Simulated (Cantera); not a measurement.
# Adiabatic ignition

An adiabatic, constant-pressure homogeneous reactor starts with H2 : O2 : N2 = 1 : 0.357 : 1.34 (molar parts), equivalence ratio 1.4, at 1800 K and 0.908 atm.

Model: the H2/O2 subset of GRI-Mech 3.0, which has no nitrogen chemistry, integrated in Cantera.

```csv
t (s),T (K),x H2,x O2,x H2O,x H2O2,x H,x OH,x O
2.00e-6,1800,0.371,0.132,9.27e-5,3.36e-7,9.43e-5,1.21e-5,1.01e-5
5.11e-6,1816,0.333,0.117,0.0253,2.86e-7,0.0224,0.00294,0.00247
1.31e-5,2105,0.111,0.0162,0.188,4.09e-7,0.130,0.0265,0.0223
3.34e-5,2420,0.119,0.0122,0.203,2.02e-7,0.0980,0.0314,0.0173
8.55e-5,2748,0.124,0.00822,0.224,1.88e-7,0.0676,0.0326,0.0113
0.000219,2935,0.125,0.00595,0.238,2.69e-7,0.0515,0.0309,0.00786
0.000559,2951,0.125,0.00576,0.239,2.79e-7,0.0503,0.0306,0.00759
0.00143,2951,0.125,0.00576,0.239,2.79e-7,0.0503,0.0306,0.00759
0.00366,2951,0.125,0.00576,0.239,2.79e-7,0.0503,0.0306,0.00759
0.00935,2951,0.125,0.00576,0.239,2.79e-7,0.0503,0.0306,0.00759
0.0239,2951,0.125,0.00576,0.239,2.79e-7,0.0503,0.0306,0.00759
0.0612,2951,0.125,0.00576,0.239,2.79e-7,0.0503,0.0306,0.00759
0.156,2951,0.125,0.00576,0.239,2.79e-7,0.0503,0.0306,0.00759
0.400,2951,0.125,0.00576,0.239,2.79e-7,0.0503,0.0306,0.00759
```
x: mole fraction; the columns are a selection and need not sum to one.

```
Quantity                                                            Result
---------------------------------  ---------------------------------------
time of steepest temperature rise                                  6.29 µs
temperature at 0.400 s                                              2951 K
equilibrium temperature                                             2951 K
x(H2) at 0.400 s                       0.125 (gas-phase equilibrium 0.125)
x(O2) at 0.400 s                   0.00576 (gas-phase equilibrium 0.00576)
x(H2O) at 0.400 s                      0.239 (gas-phase equilibrium 0.239)
```
